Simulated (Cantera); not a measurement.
What does this Cantera script print?

```python
import numpy as np
import cantera as ct

gas_names = [...]  # 123 gases of nasa_gas.yaml made of C, H, O, Si
cond_names = """
    C(gr) C6H6(L) C7H8(L) C8H18(L),n-octa H2O(s) H2O(L) Si(cr) Si(L) SiC(b) SiO2(Lqz) SiO2(hqz) SiO2(L)
""".split()


# ... load() reads the species with a 1 bar reference pressure and builds the phases ...
atoms = {
    'SiO2': {'Si': 1, 'O': 2},
    'CH4': {'C': 1, 'H': 4},
    'CO': {'C': 1, 'O': 1},
}
top_T = {'C(gr)': 4500, 'SiC(b)': 3050}  # K; cautious upper limits of use, not melting points


# ... equilibrate(T, P, feed) seeds the gas with the atoms and calls Mixture.equilibrate('TP', solver="gibbs", rtol=1e-10, max_steps=50000) ...
results = []
feed = {'SiO2': 1, 'CH4': 0.58, 'CO': 0.012}  # mol
P = 490000  # Pa
for T in [973, 1023, 1073, 1123, 1173, 1223, 1273, 1323, 1373, 1423]:
    mix = equilibrate(T, P, feed)
    results.append((T, P, feed, dict(zip(mix.species_names, mix.species_moles))))
    x = sorted(zip(gas.X, gas.species_names), reverse=True)
    print(f"T = {T:g} K  P = {P:g} Pa  gas = {mix.phase_moles(0):.4g} mol")
    print("   x: " + "  ".join(f"{s} {v:.3e}" for v, s in x if v > 0.0001))
    print("   condensed (mol): " + ("  ".join(f"{mix.phase(i).name} {mix.phase_moles(i):.4g}"
          for i in range(1, mix.n_phases) if mix.phase_moles(i) > 1e-12) or "none"))
```

Result:

```
T = 973 K  P = 490000 Pa  gas = 0.8964 mol
   x: H2 6.883e-01  CH4 2.984e-01  H2O 8.944e-03  CO 4.264e-03
   condensed (mol): C(gr) 0.3206  SiO2(hqz) 1
T = 1023 K  P = 490000 Pa  gas = 0.9574 mol
   x: H2 7.697e-01  CH4 2.178e-01  H2O 6.300e-03  CO 6.103e-03
   condensed (mol): C(gr) 0.3776  SiO2(hqz) 1
T = 1073 K  P = 490000 Pa  gas = 1.01 mol
   x: H2 8.322e-01  CH4 1.559e-01  CO 7.709e-03  H2O 4.087e-03
   condensed (mol): C(gr) 0.4266  SiO2(hqz) 1
T = 1123 K  P = 490000 Pa  gas = 1.053 mol
   x: H2 8.778e-01  CH4 1.108e-01  CO 8.843e-03  H2O 2.510e-03
   condensed (mol): C(gr) 0.466  SiO2(hqz) 1
T = 1173 K  P = 490000 Pa  gas = 1.085 mol
   x: H2 9.100e-01  CH4 7.894e-02  CO 9.530e-03  H2O 1.508e-03
   condensed (mol): C(gr) 0.496  SiO2(hqz) 1
T = 1223 K  P = 490000 Pa  gas = 1.108 mol
   x: H2 9.324e-01  CH4 5.676e-02  CO 9.907e-03  H2O 9.094e-04
   condensed (mol): C(gr) 0.5181  SiO2(hqz) 1
T = 1273 K  P = 490000 Pa  gas = 1.125 mol
   x: H2 9.480e-01  CH4 4.136e-02  CO 1.010e-02  H2O 5.582e-04
   condensed (mol): C(gr) 0.5341  SiO2(hqz) 1
T = 1323 K  P = 490000 Pa  gas = 1.137 mol
   x: H2 9.588e-01  CH4 3.062e-02  CO 1.020e-02  H2O 3.513e-04
   condensed (mol): C(gr) 0.5456  SiO2(hqz) 1
T = 1373 K  P = 490000 Pa  gas = 1.145 mol
   x: H2 9.665e-01  CH4 2.304e-02  CO 1.025e-02  H2O 2.272e-04
   condensed (mol): C(gr) 0.5538  SiO2(hqz) 1
T = 1423 K  P = 490000 Pa  gas = 1.152 mol
   x: H2 9.719e-01  CH4 1.763e-02  CO 1.027e-02  H2O 1.510e-04
   condensed (mol): C(gr) 0.5598  SiO2(hqz) 1
```

These are equilibrium values from Cantera (NASA tables, ideal gas, pure condensed phases), not measurements of a reactor. The tables hold silica as quartz up to 1696 K and as liquid above; real silica turns to tridymite and cristobalite and melts near 1996 K.
